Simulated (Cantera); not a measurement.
Input: 1 mol SiH₂Cl₂, 0.044 mol C₂H₂, 210 mol H₂, 0.32 mol HCl, at 0.100 bar.

These are equilibrium values from Cantera (NASA tables, ideal gas, pure condensed phases), not measurements of a reactor. Candidate condensed phases: C, C₆H₆, C₇H₈, C₈H₁₈, Si, SiC; 109 gas species. Mutual solubility and eutectic melting of coexisting phases are not modelled. Gases not in the tables: Si₂H₆ and higher silanes. Kinetics and transport are ignored.

Question: Which condensed phases are stable at each of these points (T (K)): 1373, 1423, 1473, 1523, 1573, 1623, 1673, 1723, 1773?

Answer: 
| T (K) | condensed phases | Si condensed (%) |
|---|---|---|
| 1373 | Si(s) + SiC(s) | 93.2 |
| 1423 | Si(s) + SiC(s) | 93.0 |
| 1473 | Si(s) + SiC(s) | 92.8 |
| 1523 | Si(s) + SiC(s) | 92.5 |
| 1573 | Si(s) + SiC(s) | 92.2 |
| 1623 | Si(s) + SiC(s) | 91.9 |
| 1673 | Si(s) + SiC(s) | 91.5 |
| 1723 | Si(l) + SiC(s) | 91.5 |
| 1773 | Si(l) + SiC(s) | 91.4 |

From 1373 K to 1673 K the condensed part is Si(s) + SiC(s). From 1723 K to 1773 K the condensed part is Si(l) + SiC(s).
